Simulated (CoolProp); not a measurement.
Values from CoolProp's reference Helmholtz-energy equation of state, Schmidt 1985.

Task: Give the vapour pressure (MPa), enthalpy of vaporisation (kJ/kg), surface tension (mN/m), liquid viscosity (µPa s) of saturated oxygen at 118.7, 123.5, 135.4 K.

Result: 
| T (K) | p (MPa) | enthalpy of vaporisation (kJ/kg) | surface tension (mN/m) | liquid viscosity (µPa s) |
|---|---|---|---|---|
| 118.7 | 0.947 | 176 | 6.42 | 100 |
| 123.5 | 1.25 | 167 | 5.39 | 90.1 |
| 135.4 | 2.27 | 139 | 2.98 | 68.0 |

Viscosity comes from a separate model (Lemmon 2004). Surface tension comes from a separate correlation (Mulero 2012).
